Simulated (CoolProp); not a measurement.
Vapour-liquid equilibrium of R22 (1) + C3F8 (R218) (2) at 0.0639 MPa; x and y are mole fractions of (1).

Computed with CoolProp (multi-fluid Helmholtz-energy mixture model, Kamei 1995 and Lemmon 2006; pair parameters Bell 2016).

Problem. Give the bubble temperature and the first vapour's composition at x = 0.2, 0.5, 0.65. Is there an azeotrope?

Solution. x = 0.2: 219.0 K, y = 0.435; x = 0.5: 216.7 K, y = 0.577; x = 0.65: 216.7 K, y = 0.601. y crosses x between x = 0.5 and 0.65: the model has an azeotrope there.

Pair parameters are fitted to limited data, so mixtures are less certain than the pure fluids.
